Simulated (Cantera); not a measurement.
A perfectly stirred reactor is fed with 40.0 % H₂, 28.6 % O₂, 31.4 % N₂, at 0.444 atm; it is held at 1400 K, and followed from long to short residence time.

Cantera simulation using the H2/O2 subset of GRI-Mech 3.0, which has no nitrogen chemistry; the numbers are that mechanism's predictions, not measurements. The temperature is held fixed by assumption; the heat of reaction is taken as removed at once.

x: mole fraction; the columns are a selection and need not sum to one.

```
τ (s)        x H₂   x O₂      x OH  x H₂O  x HO₂       x O
-------  --------  -----  --------  -----  -----  --------
1.3      0.000135  0.107  0.000529  0.499    ___   2.74e-5
0.33     0.000337  0.107  0.000835  0.499    ___   7.03e-5
0.082    0.000851  0.107   0.00133  0.498    ___  0.000185
0.020     0.00215  0.107   0.00215  0.496    ___  0.000491
0.0051    0.00513  0.108   0.00344  0.490    ___   0.00125
0.0013     0.0118  0.110   0.00547  0.477    ___   0.00308
0.00032    0.0262  0.115   0.00860  0.447    ___   0.00739
```

Task: Fill in the missing entries.

Result: 
- 1.3, x HO₂: 3.22e-6
- 0.33, x HO₂: 7.49e-6
- 0.082, x HO₂: 1.64e-5
- 0.020, x HO₂: 3.19e-5
- 0.0051, x HO₂: 5.12e-5
- 0.0013, x HO₂: 6.88e-5
- 0.00032, x HO₂: 8.06e-5
